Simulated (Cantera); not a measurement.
**Stirred combustor or abatement burner**

A perfectly stirred reactor is fed with H₂ : O₂ : N₂ = 1 : 0.893 : 6.16 (molar parts), equivalence ratio 0.56, at 21000 Pa; it is adiabatic with a 600 K inlet, and is followed from long to short residence time, starting on the burning branch (τ in s: 0.064, 0.024, 0.009, 0.0034, 0.0013, 0.00048, 0.00018, 6.7e-05, 2.5e-05, 9.4e-06, 3.5e-06).

Model: the H2/O2 subset of GRI-Mech 3.0, which has no nitrogen chemistry, integrated in Cantera.

```csv
τ (s),T (K),x H₂,x O₂,x OH,x HO₂,x O,x H,x H₂O₂
0.064,1513,0.00140,0.0517,0.00219,3.30e-6,0.00109,0.000736,2.07e-7
0.024,1487,0.00250,0.0518,0.00277,4.45e-6,0.00194,0.00182,3.19e-7
0.0090,1441,0.00421,0.0524,0.00323,5.65e-6,0.00323,0.00416,5.04e-7
0.0034,1369,0.00665,0.0536,0.00336,7.03e-6,0.00479,0.00852,7.89e-7
0.0013,1269,0.0106,0.0563,0.00302,8.96e-6,0.00594,0.0150,1.06e-6
0.00048,1122,0.0239,0.0645,0.00215,1.30e-5,0.00495,0.0207,1.11e-6
0.00018,600,0.124,0.111,<1e-12,<1e-12,<1e-12,<1e-12,<1e-12
6.7e-5,600,0.124,0.111,<1e-12,<1e-12,<1e-12,<1e-12,<1e-12
2.5e-5,600,0.124,0.111,<1e-12,<1e-12,<1e-12,<1e-12,<1e-12
9.4e-6,600,0.124,0.111,<1e-12,<1e-12,<1e-12,<1e-12,<1e-12
3.5e-6,600,0.124,0.111,<1e-12,<1e-12,<1e-12,<1e-12,<1e-12
```
x: mole fraction; the columns are a selection and need not sum to one.
